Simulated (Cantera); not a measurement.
An isothermal, constant-pressure homogeneous reactor starts with CH₄ : H₂O = 1 : 2.8 (molar parts), at 1600 K and 7500 Torr.

Cantera simulation using GRI-Mech 3.0 (53 species, 325 reactions); the numbers are that mechanism's predictions, not measurements.

Question: Predict: x(CH₄) at 3.00 s; x(H₂O) at 3.00 s; x(HCO) at 3.00 s; x(H₂) at 3.00 s; x(CH₂CO) at 3.00 s.

Answer: 
```
Item                                                  Result
------------------  ----------------------------------------
x(CH₄) at 3.00 s      0.0328 (gas-phase equilibrium 1.15e-5)
x(H₂O) at 3.00 s         0.339 (gas-phase equilibrium 0.285)
x(HCO) at 3.00 s     1.59e-8 (gas-phase equilibrium 2.07e-8)
x(H₂) at 3.00 s          0.478 (gas-phase equilibrium 0.543)
x(CH₂CO) at 3.00 s  6.67e-7 (gas-phase equilibrium 1.24e-10)
```
